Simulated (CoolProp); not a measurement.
Vapour-liquid equilibrium of methane (1) + ethylene (2) at 134.8 K; x and y are mole fractions of (1).

Values from CoolProp's multi-fluid Helmholtz-energy mixture model, Setzmann 1991 and Smukala 2000; pair parameters Bell 2016.

| x | bubble pressure (MPa) | y at the bubble point | dew pressure at overall composition x (MPa) | liquid density (mol/L) |
|---|---|---|---|---|
| 0.05 | 0.04466 | 0.843 | 0.007627 | 22.07 |
| 0.125 | 0.09704 | 0.931 | … | 22.29 |
| 0.2 | 0.1444 | 0.956 | 0.009049 | 22.51 |
| 0.275 | 0.1867 | 0.968 | 0.009978 | 22.72 |
| 0.35 | 0.2242 | … | 0.01112 | 22.93 |
| 0.425 | 0.2576 | 0.980 | … | 23.13 |
| 0.5 | 0.2878 | 0.983 | 0.01442 | 23.31 |
| 0.575 | 0.3157 | 0.986 | 0.01693 | 23.49 |
| 0.65 | 0.3424 | 0.988 | 0.02049 | 23.65 |
| 0.725 | 0.3689 | 0.991 | 0.02596 | … |
| 0.8 | 0.3964 | 0.993 | 0.03541 | 23.91 |
| 0.875 | 0.4263 | 0.995 | 0.05563 | 24.00 |
| 0.95 | 0.4598 | 0.998 | 0.1289 | 24.05 |

Q: What belongs in the gaps?

A: 
- 0.125, dew pressure at overall composition x (MPa): 0.008278
- 0.35, y at the bubble point: 0.975
- 0.425, dew pressure at overall composition x (MPa): 0.01256
- 0.725, liquid density (mol/L): 23.79

No azeotrope shows between x = 0.05 and 0.95.

Pair parameters are fitted to limited data, so mixtures are less certain than the pure fluids.
